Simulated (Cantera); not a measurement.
A closed system holds: 1 mol CuO, 2.5 mol CO, a varied amount of C, equilibrated at 1423 K and 0.0100 bar.

Cantera equilibrium calculation (NASA polynomials, part measured and part estimated; ideal gas, pure solids and liquids). Candidate condensed phases: C, Cu, CuO, Cu2O; 15 gas species. Equilibrium is a limit: real reactors are often held back by kinetics, nucleation or transport.

Question: At 0.85 mol C, list the 3 most abundant gas species with their mole fractions, and the condensed phases.

Answer: CO 0.955, CO2 0.0448, Cu 0.000209. Condensed: Cu(l).
